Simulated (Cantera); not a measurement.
**Transport properties of process gases**

Gas mixture: 61.1 % H₂O, 38.9 % O₂, at 0.987 atm, frozen composition.

Cantera's kinetic-theory transport with the Lennard-Jones parameters of GRI-Mech 3.0, ideal gas; thermal conductivity in the multicomponent form. Polar gases are described roughly by these parameters.

```
T (K)  ρ (kg/m³)  cp (J/kg/K)  μ (µPa s)  λ (mW/m/K)     Pr  D (cm²/s) NO  D (cm²/s) CH₄  D (cm²/s) O
-----  ---------  -----------  ---------  ----------  -----  ------------  -------------  -----------
400        0.705         1393       18.6        37.5  0.691         0.374          0.395        0.611
500        0.564         1433       22.8        47.8  0.682         0.560          0.597        0.908
600        0.470         1479       26.8        58.5  0.677         0.774          0.830         1.25
700        0.403         1525       30.7        69.4  0.675          1.01           1.09         1.63
800        0.353         1569       34.4        80.3  0.673          1.28           1.38         2.05
900        0.313         1612       38.1        91.2  0.673          1.57           1.70         2.51
1000       0.282         1655       41.6         102  0.673          1.88           2.04         3.00
```
D: mixture-averaged diffusion coefficient of that species in the mixture.
